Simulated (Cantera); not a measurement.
Cantera with NASA thermochemical tables; ideal gases at 1 bar, condensed phases pure. Values are per mole of reaction as written; species without (g) are pure solids or liquids, kept so even where they would boil at 1 bar.

### Question
Between 300 and 1050 K, where is each reaction favourable under standard conditions?
- 2 FeCl2 + 2 HCl(g) → 2 H(g) + Fe2Cl6(g)

### Answer
- 2 FeCl2 + 2 HCl(g) → 2 H(g) + Fe2Cl6(g): ΔG° is 603 kJ at 300 K and 495 kJ at 1050 K; it stays positive (K < 1). ΔH° is 557 kJ and ΔS° 59 J/K at 1050 K.
